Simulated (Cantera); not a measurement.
Input (Python, Cantera) and output of one run.

```python
import numpy as np
import cantera as ct

gas_names = [...]  # 123 gases of nasa_gas.yaml made of C, H, O, Si
cond_names = """
    C(gr) C6H6(L) C7H8(L) C8H18(L),n-octa H2O(s) H2O(L) Si(cr) Si(L) SiC(b) SiO2(Lqz) SiO2(hqz) SiO2(L)
""".split()


# ... load() reads the species with a 1 bar reference pressure and builds the phases ...
atoms = {
    'TEOS': {'Si': 1, 'C': 8, 'H': 20, 'O': 4},
    'O3': {'O': 3},
    'H2': {'H': 2},
}
top_T = {'C(gr)': 4500, 'SiC(b)': 3050}  # K; cautious upper limits of use, not melting points


# ... equilibrate(T, P, feed) seeds the gas with the atoms and calls Mixture.equilibrate('TP', solver="vcs", rtol=1e-11, max_steps=5000) ...
results = []
feed = {'TEOS': 1, 'O3': 0.13, 'H2': 6.2}  # mol
P = 90000  # Pa
for T in [1048, 1148, 1248, 1348, 1448, 1548, 1648, 1748, 1848, 1948]:
    mix = equilibrate(T, P, feed)
    results.append((T, P, feed, dict(zip(mix.species_names, mix.species_moles))))

top = {s: max(r[3][s] / sum(r[3][g] for g in gas_names) for r in results) for s in gas_names}
cols = sorted((s for s in top if top[s] > 1e-06), key=lambda s: -top[s])[:9]
seen = [c for c in cond_names if any(r[3].get(c, 0) > 1e-12 for r in results)]
print("log10 of partial pressures in bar; condensed amounts in mol")
print(f"{'T/K':>10s}" + "".join(f"{s[:9]:>10s}" for s in cols + seen))
for T, P, feed, n in results:
    ng = sum(n[g] for g in gas_names)
    print(f"{T:10.4g}" + "".join(f"{np.log10(max(n[s] / ng * P / 1e5, 1e-99)):10.3f}" for s in cols)
          + "".join(f"{n.get(c, 0):10.4g}" for c in seen))
```

It prints:

```
log10 of partial pressures in bar; condensed amounts in mol
       T/K        H2        CO       CH4       H2O       CO2       SiO         H C2H2,acet       CH3     C(gr)    SiC(b) SiO2(hqz)
      1048    -0.126    -0.987    -1.486    -1.842    -2.629   -15.260    -8.175    -8.531    -8.285     5.299         0         1
      1148    -0.114    -0.947    -1.852    -2.380    -3.285   -12.323    -7.202    -7.545    -7.668     5.421         0         1
      1248    -0.110    -0.939    -2.172    -2.862    -3.883    -9.839    -6.386    -6.724    -7.161     5.503         0         1
      1348    -0.108    -0.937    -2.450    -3.279    -4.399    -7.726    -5.690    -6.028    -6.734     5.549         0         1
      1448    -0.107    -0.937    -2.690    -3.640    -4.844    -5.911    -5.089    -5.430    -6.368     5.573         0         1
      1548    -0.106    -0.936    -2.901    -3.953    -5.229    -4.335    -4.565    -4.911    -6.051     5.585         0     0.999
      1648    -0.150    -0.718    -3.174    -4.055    -5.129    -3.182    -4.126    -4.500    -5.840     2.625     0.985         0
      1748    -0.150    -0.719    -3.337    -4.299    -5.425    -3.041    -3.716    -4.098    -5.596     2.639    0.9792         0
      1848    -0.151    -0.720    -3.482    -4.516    -5.688    -2.917    -3.351    -3.740    -5.378      2.65    0.9723         0
      1948    -0.151    -0.721    -3.612    -4.710    -5.923    -2.805    -3.022    -3.419    -5.184     2.659    0.9641         0
```

Equilibrium computed with Cantera from the NASA thermochemical tables; the gas is ideal and each condensed phase is pure. The feed counts by its element totals alone. The tables hold silica as quartz up to 1696 K and as liquid above; real silica turns to tridymite and cristobalite and melts near 1996 K.
